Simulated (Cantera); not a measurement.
An isothermal, constant-pressure homogeneous reactor starts with 38.5 % NO, 61.5 % N2, at 1575 K and 11000 Pa.

Cantera simulation using GRI-Mech 3.0 (53 species, 325 reactions); the numbers are that mechanism's predictions, not measurements.

### Question
Predict: x(NO) at 30.0 s; x(N2O) at 30.0 s; x(NO2) at 30.0 s; x(O2) at 30.0 s; x(N2) at 30.0 s.

### Answer
```
Property                                             Value
----------------  ----------------------------------------
x(NO) at 30.0 s      0.363 (gas-phase equilibrium 0.00168)
x(N2O) at 30.0 s   4.42e-5 (gas-phase equilibrium 3.40e-8)
x(NO2) at 30.0 s  0.000124 (gas-phase equilibrium 2.29e-6)
x(O2) at 30.0 s       0.0109 (gas-phase equilibrium 0.191)
x(N2) at 30.0 s        0.626 (gas-phase equilibrium 0.807)
```
